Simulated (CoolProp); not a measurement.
A closed Brayton cycle with carbon dioxide: compressor inlet 316.15 K and 7.7 MPa, high pressure 26.9 MPa, turbine inlet 900 K, compressor efficiency 0.8, turbine efficiency 0.9, recuperator effectiveness 0.95 (on enthalpy, no pinch check). Each further row changes one setting.

Model: reference Helmholtz-energy equation of state, Span 1996, in CoolProp.

```
case                           thermal efficiency (%)  net work (kJ/kg)  compressor to turbine work  compressor exit (K)  turbine exit (K)
-----------------------------  ----------------------  ----------------  --------------------------  -------------------  ----------------
as stated                                        38.8               110                        0.38                419.5             744.2
turbine inlet 850 K                                 ?              99.1                        0.40                419.5             699.7
compressor inlet 326.15 K                           ?               100                        0.43                439.6             744.2
high pressure 22.9 MPa                           38.5               100                        0.36                    ?             763.5
recuperator effectiveness 0.5                    24.4               110                        0.38                419.5             744.2
```

Task: What belongs in the gaps?

Result: 
- turbine inlet 850 K, thermal efficiency (%): 36.6
- compressor inlet 326.15 K, thermal efficiency (%): 36.9
- high pressure 22.9 MPa, compressor exit (K): 405.6
